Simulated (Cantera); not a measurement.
Cantera with NASA thermochemical tables; ideal gases at 1 bar, condensed phases pure. Values are per mole of reaction as written; species without (g) are pure solids or liquids, kept so even where they would boil at 1 bar. TiC: taken at fixed stoichiometry.

TiO(g) + CO2(g) = TiC + 3 O(g), with ΔH° = 902.6 kJ and ΔS° = 60.3 J/K at 300 K.

Q: How far is the shortcut ΔG° ≈ ΔH°(300 K) − T·ΔS°(300 K) from the full temperature-dependent value at 523, 623, 723, 823, 923, 1023 K?

A: 
```tsv
T (K)	shortcut (kJ)	full (kJ)	difference (kJ)	difference in log10 K
523	871.0	869.0	2.0	-0.20
623	865.0	861.1	3.9	-0.33
723	859.0	852.7	6.3	-0.45
823	852.9	844.0	9.0	-0.57
923	846.9	835.0	11.9	-0.68
1023	840.9	825.7	15.2	-0.77
```
The shortcut ignores the heat-capacity change of the reaction.
